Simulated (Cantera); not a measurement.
Charge: 1 mol CuO, 530 mol H2, equilibrated at 1900 K.

These are equilibrium values from Cantera (NASA tables, ideal gas, pure condensed phases), not measurements of a reactor. Candidate condensed phases: Cu, CuO, Cu(OH)2, Cu2O, H2O; 12 gas species. Equilibrium is a limit: real reactors are often held back by kinetics, nucleation or transport.

x: gas mole fraction; n: condensed amount in mol.

| P (Pa) | x H2 | x H | x H2O | x Cu | x OH | n Cu(l) |
|---|---|---|---|---|---|---|
| 10 | 0.920 | 0.0761 | 0.00180 | 0.00181 | 1.22e-5 | 0 |
| 68 | 0.966 | 0.0299 | 0.00185 | 0.00186 | 4.70e-6 | 0 |
| 460 | 0.985 | ___ | 0.00187 | 0.00187 | ___ | 0 |
| 3200 | 0.992 | 0.00442 | 0.00188 | 0.00188 | 6.87e-7 | 0 |
| 22000 | 0.995 | ___ | 0.00188 | 0.00188 | ___ | 0 |
| 150000 | 0.996 | 0.000647 | 0.00188 | 0.00108 | 1.00e-7 | 0.425 |
| 1000000 | 0.998 | 0.000251 | 0.00189 | 0.000162 | 3.89e-8 | 0.914 |

Q: What belongs in the gaps?

A: 
- 460, x H: 0.0116
- 460, x OH: 1.81e-6
- 22000, x H: 0.00169
- 22000, x OH: 2.62e-7
